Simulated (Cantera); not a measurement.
Feed: 1 mol Mg(OH)₂, a varied amount of O₂, held at 725 °C and 1 atm.

These are equilibrium values from Cantera (NASA tables, ideal gas, pure condensed phases), not measurements of a reactor. Candidate condensed phases: H₂O, Mg, MgO, Mg(OH)₂; 15 gas species. The numbers say what is thermodynamically allowed, not how fast it happens.

x: gas mole fraction; n: condensed amount in mol.

```csv
n(O₂) (mol),x H₂O,x O₂,x OH,x HO₂,x H₂O₂,n MgO(s)
0.13,0.885,0.115,2.82e-7,1.72e-9,8.79e-10,1.00
0.21,0.826,0.174,3.02e-7,2.26e-9,1.01e-9,1.00
0.35,0.741,0.259,3.16e-7,2.89e-9,1.10e-9,1.00
0.57,0.637,0.363,3.19e-7,3.45e-9,1.12e-9,1.00
0.94,0.515,0.485,3.08e-7,3.86e-9,1.05e-9,1.00
1.5,0.400,0.600,2.86e-7,3.99e-9,9.08e-10,1.00
2.5,0.286,0.714,?,3.84e-9,7.07e-10,1.00
4.2,0.192,0.808,?,3.46e-9,5.06e-10,1.00
6.9,0.127,0.873,?,2.97e-9,3.46e-10,1.00
```

Question: What belongs in the gaps?

Answer: 
- 2.5, x OH: 2.53e-7
- 4.2, x OH: 2.14e-7
- 6.9, x OH: 1.77e-7
